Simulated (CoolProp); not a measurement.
Vapour-liquid equilibrium of R22 (1) + cyclohexane (2) at 11.35 °C; x and y are mole fractions of (1).

Model: multi-fluid Helmholtz-energy mixture model, Kamei 1995 and Zhou 2014; pair parameters Bell 2016, in CoolProp.

```tsv
x	bubble pressure (kPa)	y at the bubble point	dew pressure at overall composition x (kPa)	liquid density (mol/L)
0.05	96.87	0.930	7.148	9.533
0.125	208.6	0.968	7.762	9.821
0.2	295.3	0.978	8.490	10.12
0.275	___	0.982	9.370	10.43
0.35	410.5	0.985	10.45	10.76
0.425	448.3	0.987	11.82	11.10
0.5	478.5	0.988	13.59	___
0.575	504.7	0.989	___	11.84
0.65	530.1	___	___	12.23
0.725	557.1	0.991	24.70	___
0.8	___	0.993	33.94	13.08
0.875	625.7	0.995	54.25	13.54
0.95	672.0	0.998	134.7	___
```

Complete the blanks.


- 0.275, bubble pressure (kPa): 361.0
- 0.5, liquid density (mol/L): 11.46
- 0.575, dew pressure at overall composition x (kPa): 15.98
- 0.65, y at the bubble point: 0.990
- 0.65, dew pressure at overall composition x (kPa): 19.41
- 0.725, liquid density (mol/L): 12.64
- 0.8, bubble pressure (kPa): 588.2
- 0.95, liquid density (mol/L): 14.02

No azeotrope shows between x = 0.05 and 0.95.

The pair parameters rest on a limited set of measurements; away from them the model extrapolates. With so large a gap from Raoult's law the liquid may split in two, which this calculation doesn't test in full.
